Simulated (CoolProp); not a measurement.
Vapour-liquid equilibrium of R1234yf (1) + R134a (2) at 1.93 kPa; x and y are mole fractions of (1).

Computed with CoolProp (multi-fluid Helmholtz-energy mixture model, Lemmon 2022 and Tillner-Roth 1994; pair parameters Bell 2022).

```
x     bubble temperature, mixture model (K)  bubble temperature, Raoult's law (K)  y, mixture model  y, Raoult's law
----  -------------------------------------  ------------------------------------  ----------------  ---------------
0.05                                  185.0                                 185.4             0.110            0.076
0.2                                   183.4                                 184.5             0.342            0.282
0.35                                  182.4                                 183.7             0.495            0.459
0.5                                   181.7                                 182.9             0.614            0.614
0.65                                  181.2                                 182.2             0.721            0.748
0.8                                   180.8                                 181.5             0.830            0.865
0.95                                  180.6                                 180.8             0.953            0.968
```

The largest gap from Raoult's law is -1.3 K in bubble temperature, at x = 0.35. No azeotrope shows between x = 0.05 and 0.95.

The pair parameters rest on a limited set of measurements; away from them the model extrapolates.
